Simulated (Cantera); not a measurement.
A closed system holds: 1 mol SiH4, 4.9 mol O3, 0.24 mol H2, held at 525 °C and 0.0100 bar.

Method: chemical equilibrium by Gibbs-energy minimisation in Cantera with the NASA 1993 tables (ideal gas, pure condensed phases). Candidate condensed phases: H2O, Si, SiO2; 18 gas species. Rates play no part.

### Question
What is the equilibrium state?

### Answer
- x(O2): 0.700
- x(H2O): 0.300
- n(SiO2(α-quartz)): 1.00 mol
- gas amount: 7.470 mol
- log10 activity of Si(s) (absent): -47.97
